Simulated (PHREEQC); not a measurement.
Solution (75 °C): 0.028 mol/kgw Pb(NO3)2, 0.00089 mol/kgw HBF4 and 0.00058 mol/kgw Na2SO4. Closed to the air; pH follows from the charge balance.

The numbers come from PHREEQC with the ion-association model, wateq4f.dat.

This is a speciation only: nothing precipitates in the calculation.

Problem. Predict the pH, ionic strength.

Solution. pH 3.06; ionic strength 0.0735 mol/kgw.

Problem. In which forms is Pb present?

Solution. Pb+2 78 %, PbNO3+ 21 %, PbSO4 1.2 % of the Pb.

Examples of supersaturated solids here: Anglesite. Others may be too. Away from 25 °C the constants follow the database's enthalpies or fits; those with neither stay at their 25 °C values. Real BF4- forms and hydrolyses slowly; the run takes it at equilibrium.
